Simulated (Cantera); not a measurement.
Feed: 1 mol C3H8, 0.11 mol H2O, 53 mol H2, 0.34 mol NH3, held at 1400000 Pa.

Equilibrium computed with Cantera from the NASA thermochemical tables; the gas is ideal and each condensed phase is pure. Candidate condensed phases: C, C6H6, C7H8, C8H18, H2O; 169 gas species. Ions and electrons are included (thermal ionisation). Rates play no part.

Q: Which condensed phases are stable at each of these points (T (°C)): 1727, 1977, 2227, 2477, 2727, 2977, 3227, 3477, 3727, 3977, 4227, 4477, 4727?

A: 
| T (°C) | condensed phases | C condensed (%) |
|---|---|---|
| 1727 | C(graphite) | 80.4 |
| 1977 | C(graphite) | 73.4 |
| 2227 | C(graphite) | 44.6 |
| 2477 | gas only | 0.0 |
| 2727 | gas only | 0.0 |
| 2977 | gas only | 0.0 |
| 3227 | gas only | 0.0 |
| 3477 | gas only | 0.0 |
| 3727 | gas only | 0.0 |
| 3977 | gas only | 0.0 |
| 4227 | gas only | 0.0 |
| 4477 | gas only | 0.0 |
| 4727 | gas only | 0.0 |

From 1727 °C to 2227 °C the condensed part is C(graphite). From 2477 °C to 4727 °C nothing is condensed.
